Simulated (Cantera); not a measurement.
Mixture: 5.73 % CH4, 19.8 % O2, 74.5 % N2, equivalence ratio 0.58, at 975 Torr, adiabatic and at constant pressure. Ignition delay is the time to a rise of 400 K.

Computed with Cantera and GRI-Mech 3.0 (53 species, 325 reactions).

### Question
Predict: delay at 1250 K; delay at 1300 K; delay at 1350 K; delay at 1400 K; delay at 1450 K; delay at 1500 K; apparent activation energy between 1400 and 1500 K.

### Answer
```json
{
 "delay at 1250 K": "13.8 ms",
 "delay at 1300 K": "7.22 ms",
 "delay at 1350 K": "3.92 ms",
 "delay at 1400 K": "2.21 ms",
 "delay at 1450 K": "1.29 ms",
 "delay at 1500 K": "0.791 ms",
 "apparent activation energy between 1400 and 1500 K": "180 kJ/mol"
}
```
